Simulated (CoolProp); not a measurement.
Model: reference Helmholtz-energy equation of state, Zhou 2011, in CoolProp.

Problem. Give the vapour pressure (bar), vapour density (kg/m³), liquid cp (kJ/(kg K)), surface tension (mN/m) of saturated dimethyl carbonate at 34.55, 112.35 °C.

Solution. 
```tsv
T (°C)	p (bar)	vapour density (kg/m³)	liquid cp (kJ/(kg K))	surface tension (mN/m)
34.55	0.116	0.412	1.85	27.0
112.35	1.96	5.79	2.02	16.0
```

Surface tension comes from a separate correlation (Mulero 2014).
